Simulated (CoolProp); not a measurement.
Carbon monoxide along the isobar 0.71 MPa: density (kg/m³) from the reference equation and from simpler models built on Tc = -140.3 °C, pc = 3.498 MPa, ω = 0.050; each cubic takes its own stable root.

Computed with CoolProp (reference Helmholtz-energy equation of state, Lemmon 2006). It is a short technical equation, of lower accuracy than the large ones.

```
T (°C)    phase  reference  Redlich-Kwong  Soave-Redlich-Kwong
-------  ------  ---------  -------------  -------------------
-188.35  liquid      780.8          781.5                778.0
-176.35  liquid      723.3          712.7                712.2
-164.25     gas      25.43          25.41                25.43
-152.25     gas      21.89          21.92                21.93
-140.15     gas      19.36          19.38                19.38
-128.15     gas      17.44          17.46                17.45
-116.05     gas      15.89          15.91                15.89
-104.05     gas      14.62          14.64                14.62
-91.95      gas      13.55          13.57                13.54
```
